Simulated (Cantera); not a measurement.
Input: 1 mol MgO, 19 mol F₂, 0.59 mol O₂, at 0.00570 bar.

Equilibrium computed with Cantera from the NASA thermochemical tables; the gas is ideal and each condensed phase is pure. Candidate condensed phases: Mg, MgF₂, MgO; 14 gas species. Rates play no part.

Q: At 1498 K, list the 4 most abundant gas species with their mole fractions, and the condensed phases.

A: F 0.961, O₂ 0.0291, MgF₂ 0.00931, F₂ 0.000721. Condensed: MgF₂(s).
